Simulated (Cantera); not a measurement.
A closed system holds: 1 mol Cu, 0.46 mol CO, 0.053 mol O2, equilibrated at 460000 Pa.

Equilibrium computed with Cantera from the NASA thermochemical tables; the gas is ideal and each condensed phase is pure. Candidate condensed phases: C, Cu, CuO, Cu2O; 15 gas species. The numbers say what is thermodynamically allowed, not how fast it happens. All values below are at 1750 K.

Base state: CO 0.770, CO2 0.230, Cu 6.49e-5 (mole fractions); condensed: Cu(l).

**Question.** What changes in the equilibrium state with this change: 0.38 mol H2 added?

**Answer.** 
```tsv
species	before	after
CO	0.770	0.512
H2	0	0.362
H2O	0	0.0907
CO2	0.230	0.0355
Cu	6.49e-5	6.49e-5
H	0	6.52e-5
Cu(l), mol	1.000	1.000
```
Further candidate phases: C6H6, C7H8, C8H18, Cu(OH)2, H2O.
